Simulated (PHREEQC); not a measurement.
0.053 g of hydrous ferric oxide (600 m²/g; 0.2 weak and 0.005 strong sites per Fe, Dzombak-Morel constants, diffuse double layer) in 1 kg of water with 0.001 mol/kgw of an inert sodium salt and 1.9e-06 mol SrCl2, at 25 °C; the pH is set by adding NaOH or the inert anion's acid. Oxygen is held at 0.21 atm. The system is closed to CO2. No solid was allowed to form.

Base run: PHREEQC, ion-association model, wateq4f.dat. Each further column changes one thing. The table gives surface charge σ (C/m²).

```
pH      base  background salt from 0.001 to 0.0001 mol/kgw  oxide from 0.053 to 0.27 g/kgw  9.6e-05 mol/kgw CaCl2 added
----  ------  --------------------------------------------  ------------------------------  ---------------------------
4      0.118                                         0.067                           0.120                          ___
4.75   0.063                                         0.027                           0.064                          ___
5.88   0.021                                         0.008                           0.021                        0.024
6.62   0.009                                         0.003                           0.009                        0.011
7.38   0.003                                         0.001                           0.003                        0.004
8.12   0.000                                         0.000                           0.000                        0.000
9.25  -0.006                                           ___                          -0.006                       -0.003
10    -0.015                                        -0.007                          -0.015                       -0.003
```

Task: What belongs in the gaps?

Result: 
- 4, 9.6e-05 mol/kgw CaCl2 added: 0.126
- 4.75, 9.6e-05 mol/kgw CaCl2 added: 0.069
- 9.25, background salt from 0.001 to 0.0001 mol/kgw: -0.002
